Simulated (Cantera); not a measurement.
N2O furnace oxynitridation

A perfectly stirred reactor is fed with N₂O : H₂O = 1 : 0.13 (molar parts), at 750 Torr; it is held at 1575 K, and followed from long to short residence time.

Detailed kinetics in Cantera: GRI-Mech 3.0 (53 species, 325 reactions). GRI-Mech 3.0 was tuned for natural gas; its chemistry of N2O as a main component is partial and can be far from experiment. The temperature is held fixed by assumption; the heat of reaction is taken as removed at once.

```
τ (s)      x N₂O   x H₂O    x HO₂     x NO₂      x OH
-------  -------  ------  -------  --------  --------
2.7      0.00225  0.0797  6.49e-7  0.000146  0.000234
0.79     0.00713  0.0799  9.07e-7  0.000237  0.000297
0.23      0.0218  0.0804  1.31e-6  0.000371  0.000379
0.067     0.0626  0.0820  2.01e-6  0.000544  0.000473
0.020      0.162  0.0859  3.45e-6  0.000750  0.000571
0.0057     0.366  0.0940  7.08e-6  0.000950  0.000663
0.0017     0.608   0.104  1.46e-5  0.000907  0.000714
0.00049    0.779   0.110  2.56e-5  0.000531  0.000707
0.00014    0.851   0.113  3.41e-5  0.000171  0.000648
```
x: mole fraction; the columns are a selection and need not sum to one.
